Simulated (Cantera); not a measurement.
A Cantera script and what it prints.

```python
import numpy as np
import cantera as ct

gas_names = [...]  # 110 gases of nasa_gas.yaml made of C, H, O
cond_names = """
    C(gr) C6H6(L) C7H8(L) C8H18(L),n-octa H2O(s) H2O(L)
""".split()


# ... load() reads the species with a 1 bar reference pressure and builds the phases ...
atoms = {
    'C2H2': {'C': 2, 'H': 2},
    'O2': {'O': 2},
    'H2': {'H': 2},
}
top_T = {'C(gr)': 4500}  # K; cautious upper limits of use, not melting points


# ... equilibrate(T, P, feed) seeds the gas with the atoms and calls Mixture.equilibrate('TP', solver="vcs", rtol=1e-11, max_steps=5000) ...
results = []
feed = {'C2H2': 1, 'O2': 0.4, 'H2': 11}  # mol
P = 100000  # Pa
for T in [1948, 2048, 2148, 2248, 2348, 2448, 2548, 2648, 2748, 2848, 2948, 3048]:
    mix = equilibrate(T, P, feed)
    results.append((T, P, feed, dict(zip(mix.species_names, mix.species_moles))))

top = {s: max(r[3][s] / sum(r[3][g] for g in gas_names) for r in results) for s in gas_names}
cols = sorted((s for s in top if top[s] > 1e-06), key=lambda s: -top[s])[:5]
seen = [c for c in cond_names if any(r[3].get(c, 0) > 1e-12 for r in results)]
print("log10 of partial pressures in bar; condensed amounts in mol")
print(f"{'T/K':>10s}" + "".join(f"{s[:9]:>10s}" for s in cols + seen))
for T, P, feed, n in results:
    ng = sum(n[g] for g in gas_names)
    print(f"{T:10.4g}" + "".join(f"{np.log10(max(n[s] / ng * P / 1e5, 1e-99)):10.3f}" for s in cols)
          + "".join(f"{n.get(c, 0):10.4g}" for c in seen))
```

Output:

```
log10 of partial pressures in bar; condensed amounts in mol
       T/K        H2         H        CO C2H2,acet       C2H     C(gr)
      1948    -0.029    -2.961    -1.204    -3.297    -8.036     1.181
      2048    -0.030    -2.665    -1.204    -3.009    -7.303      1.17
      2148    -0.031    -2.395    -1.205    -2.749    -6.638     1.151
      2248    -0.033    -2.150    -1.206    -2.513    -6.034     1.118
      2348    -0.036    -1.926    -1.207    -2.298    -5.482     1.067
      2448    -0.040    -1.721    -1.208    -2.104    -4.977    0.9919
      2548    -0.047    -1.533    -1.210    -1.927    -4.513    0.8854
      2648    -0.057    -1.361    -1.214    -1.767    -4.087    0.7396
      2748    -0.069    -1.203    -1.218    -1.623    -3.694    0.5455
      2848    -0.086    -1.058    -1.224    -1.495    -3.331    0.2939
      2948    -0.108    -0.926    -1.231    -1.391    -3.006         0
      3048    -0.129    -0.803    -1.240    -1.409    -2.819         0
```

Equilibrium computed with Cantera from the NASA thermochemical tables; the gas is ideal and each condensed phase is pure.
